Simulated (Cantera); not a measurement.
Transport properties of process gases

Gas mixture: 100 % N₂O, at 0.000257 atm, frozen composition.

Cantera's kinetic-theory transport with the Lennard-Jones parameters of GRI-Mech 3.0, ideal gas; thermal conductivity in the mixture-averaged form.

```json
[
 {"T (K)": "400", "ρ (kg/m³)": "0.000344", "cp (J/kg/K)": "970.3", "μ (µPa s)": "19.5", "λ (mW/m/K)": "25.5", "Pr": "0.741", "D (cm²/s) H₂": "4200", "D (cm²/s) CO₂": "749", "D (cm²/s) H": "6470"},
 {"T (K)": "500", "ρ (kg/m³)": "0.000275", "cp (J/kg/K)": "1043", "μ (µPa s)": "23.6", "λ (mW/m/K)": "33.2", "Pr": "0.740", "D (cm²/s) H₂": "6160", "D (cm²/s) CO₂": "1130", "D (cm²/s) H": "9680"},
 {"T (K)": "600", "ρ (kg/m³)": "0.000229", "cp (J/kg/K)": "1101", "μ (µPa s)": "27.3", "λ (mW/m/K)": "40.7", "Pr": "0.739", "D (cm²/s) H₂": "8380", "D (cm²/s) CO₂": "1580", "D (cm²/s) H": "13400"},
 {"T (K)": "700", "ρ (kg/m³)": "0.000197", "cp (J/kg/K)": "1150", "μ (µPa s)": "30.8", "λ (mW/m/K)": "47.9", "Pr": "0.739", "D (cm²/s) H₂": "10900", "D (cm²/s) CO₂": "2080", "D (cm²/s) H": "17500"},
 {"T (K)": "800", "ρ (kg/m³)": "0.000172", "cp (J/kg/K)": "1192", "μ (µPa s)": "34.0", "λ (mW/m/K)": "54.9", "Pr": "0.739", "D (cm²/s) H₂": "13600", "D (cm²/s) CO₂": "2630", "D (cm²/s) H": "22000"},
 {"T (K)": "900", "ρ (kg/m³)": "0.000153", "cp (J/kg/K)": "1227", "μ (µPa s)": "37.1", "λ (mW/m/K)": "61.5", "Pr": "0.740", "D (cm²/s) H₂": "16600", "D (cm²/s) CO₂": "3230", "D (cm²/s) H": "27000"}
]
```
D: mixture-averaged diffusion coefficient of that species in the mixture.
